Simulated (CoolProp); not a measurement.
Vapour-liquid equilibrium of R22 (1) + c-C4F8 (RC318) (2) at -28.75 °C; x and y are mole fractions of (1).

The numbers come from the multi-fluid Helmholtz-energy mixture model, Kamei 1995 and Platzer 1990; pair parameters Bell 2016 in CoolProp. This equation is an older, rougher fit; its heat capacities, sound speeds and derivatives of the liquid may be far off and weren't checked against measurements.

Problem. Give the bubble pressure and the first vapour's composition at x = 0.05, 0.5, 0.95. Is there an azeotrope?

Solution. x = 0.05: 0.04022 MPa, y = 0.165; x = 0.5: 0.1409 MPa, y = 0.877; x = 0.95: 0.1707 MPa, y = 0.967. No azeotrope shows between x = 0.05 and 0.95.

Pair parameters are fitted to limited data, so mixtures are less certain than the pure fluids. The gap from Raoult's law changes sign with composition, which may be real or a fault of the pair parameters; it wasn't checked against measurements.
